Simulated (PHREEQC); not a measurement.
Make-up at 45 °C: 0.16 mol HCl, 0.016 mol FeCl3 and 0.00028 mol MnSO4 per kg of water. Closed to the air; pH follows from the charge balance.

Equilibrium calculation in PHREEQC: ion-association model, wateq4f.dat.

Each row changes one thing in this solution. Precipitation was switched off in this run.

```json
[
 {"case": "as made", "pH": "0.90", "ionic strength (mol/kgw)": "0.216", "FeCl+2 (mol/kgw)": "0.0108", "Fe+3 (mol/kgw)": "0.00344", "FeCl2+ (mol/kgw)": "0.00137", "FeOH+2 (mol/kgw)": "0.000224", "SI of Goethite (FeOOH)": "+0.97", "SI of Hematite (Fe2O3)": "+4.03"},
 {"case": "temperature from 45 to 40 °C", "pH": "0.90", "ionic strength (mol/kgw)": "0.217", "FeCl+2 (mol/kgw)": "0.0104", "Fe+3 (mol/kgw)": "0.00376", "FeCl2+ (mol/kgw)": "0.00153", "FeOH+2 (mol/kgw)": "0.000189", "SI of Goethite (FeOOH)": "+0.85", "SI of Hematite (Fe2O3)": "…"},
 {"case": "FeCl3 from 0.016 to 0.008 mol/kgw", "pH": "0.90", "ionic strength (mol/kgw)": "0.189", "FeCl+2 (mol/kgw)": "0.00534", "Fe+3 (mol/kgw)": "0.00181", "FeCl2+ (mol/kgw)": "0.000652", "FeOH+2 (mol/kgw)": "0.000119", "SI of Goethite (FeOOH)": "…", "SI of Hematite (Fe2O3)": "…"},
 {"case": "temperature from 45 to 60 °C", "pH": "0.90", "ionic strength (mol/kgw)": "0.215", "FeCl+2 (mol/kgw)": "0.0119", "Fe+3 (mol/kgw)": "0.00262", "FeCl2+ (mol/kgw)": "0.000978", "FeOH+2 (mol/kgw)": "0.000353", "SI of Goethite (FeOOH)": "+1.28", "SI of Hematite (Fe2O3)": "…"},
 {"case": "0.017 mol/kgw KOH added", "pH": "0.95", "ionic strength (mol/kgw)": "0.216", "FeCl+2 (mol/kgw)": "0.0108", "Fe+3 (mol/kgw)": "0.00343", "FeCl2+ (mol/kgw)": "0.00137", "FeOH+2 (mol/kgw)": "0.000250", "SI of Goethite (FeOOH)": "+1.11", "SI of Hematite (Fe2O3)": "+4.32"}
]
```

Task: What belongs in the gaps?

Result: 
- temperature from 45 to 40 °C, SI of Hematite (Fe2O3): +3.78
- FeCl3 from 0.016 to 0.008 mol/kgw, SI of Goethite (FeOOH): +0.71
- FeCl3 from 0.016 to 0.008 mol/kgw, SI of Hematite (Fe2O3): +3.51
- temperature from 45 to 60 °C, SI of Hematite (Fe2O3): +4.72

Some of these states are supersaturated (in Hematite (slow to form), Goethite (slow to form), for instance). Away from 25 °C the constants follow the database's enthalpies or fits; those with neither stay at their 25 °C values.
